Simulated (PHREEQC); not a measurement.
Na2CO3 is added in steps, without added water, to 1 kg of water holding 150 mmol/kgw TMAH, 1.2 mmol/kgw H3BO3 and 1.4 mmol/kgw (CH3)4NCl, at 25 °C. Oxygen is held at 0.21 atm. The system is closed to CO2. The run lets Halite, Nahcolite, Natron precipitate or redissolve, and no other solid.

Base run: PHREEQC, ion-association model, wateq4f.dat. Each further column changes one thing. The table gives NaCO3- (mol/kgw).

| Na2CO3 added (mol) | base | Debye-Hückel limiting law | database phreeqc.dat | Davies equation for every ion |
|---|---|---|---|---|
| 0 | 0 | 0 | 0 | 0 |
| 0.023 | 0.00438 | 0.00194 | 0.00439 | 0.00441 |
| 0.046 | 0.0135 | 0.00547 | 0.0135 | 0.0138 |
| 0.069 | 0.0250 | 0.00926 | 0.0248 | ___ |
| 0.092 | 0.0380 | ___ | 0.0377 | 0.0399 |
| 0.115 | 0.0522 | 0.0161 | 0.0516 | ___ |
| 0.138 | 0.0672 | 0.0188 | 0.0662 | 0.0718 |
| 0.161 | 0.0830 | 0.0211 | 0.0815 | 0.0891 |
| 0.184 | 0.0992 | 0.0229 | 0.0973 | 0.107 |
| 0.207 | 0.116 | 0.0244 | 0.113 | 0.126 |
| 0.23 | 0.133 | 0.0254 | 0.130 | 0.145 |

Task: Fill in the missing entries.

Result: 
- 0.069, Davies equation for every ion: 0.0259
- 0.092, Debye-Hückel limiting law: 0.0128
- 0.115, Davies equation for every ion: 0.0553

(CH3)4N+ isn't in the database: it is added as a free cation with an ion size of 4 Å. The ionic strength passes 0.7 mol/kgw, the rough limit of the ion-association models, in part of: Debye-Hückel limiting law. phreeqc.dat and wateq4f.dat share most of their constants, so their agreement is no independent check. Solids allowed in the column 'database phreeqc.dat': Halite.
